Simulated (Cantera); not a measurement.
Feed: 1 mol toluene, 14 mol H2, 0.26 mol CO2, at 0.0280 bar.

Equilibrium computed with Cantera from the NASA thermochemical tables; the gas is ideal and each condensed phase is pure. Candidate condensed phases: C, C6H6, C7H8, C8H18, H2O; 110 gas species. Rates play no part.

x: gas mole fraction; n: condensed amount in mol.

```csv
T (°C),x H2,x CH4,x H2O,x CO,x H,n C(graphite)
227,0.276,0.676,0.0484,1.80e-7,<1e-12,0
427,0.811,0.157,0.0284,0.00293,<1e-12,4.75
627,0.964,0.00811,0.00173,0.0264,[?],6.62
827,0.971,0.000948,6.82e-5,0.0280,[?],6.72
1027,0.972,0.000208,6.96e-6,0.0281,[?],6.74
1227,0.972,6.79e-5,1.31e-6,0.0281,[?],6.74
1427,0.971,2.89e-5,3.68e-7,0.0281,[?],6.74
1627,0.967,1.47e-5,1.35e-7,0.0280,[?],6.73
```

**Question.** Some entries are withheld; supply them.

**Answer.** 
- 627, x H: 6.86e-10
- 827, x H: 1.52e-7
- 1027, x H: 6.52e-6
- 1227, x H: 0.000104
- 1427, x H: 0.000868
- 1627, x H: 0.00466
